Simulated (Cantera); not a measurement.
Feed: 1 mol HI, 0.47 mol O₂, at 1300 K and 75.0 Torr.

These are equilibrium values from Cantera (NASA tables, ideal gas, pure condensed phases), not measurements of a reactor. Candidate condensed phases: H₂O, I₂; 12 gas species. Rates play no part.

Base state: I 0.451, H₂O 0.317, O₂ 0.140, I₂ 0.0912, HI 0.000648, OH 3.00e-5 (mole fractions); condensed: gas only.

Problem. What changes in the equilibrium state with this change: O₂ from 0.47 to 1.5 mol?

Solution. 
```
species    before     after
-------  --------  --------
O₂          0.140     0.473
I           0.451     0.298
H₂O         0.317     0.189
I₂         0.0912    0.0398
HI       0.000648  0.000244
OH        3.00e-5   3.14e-5
```
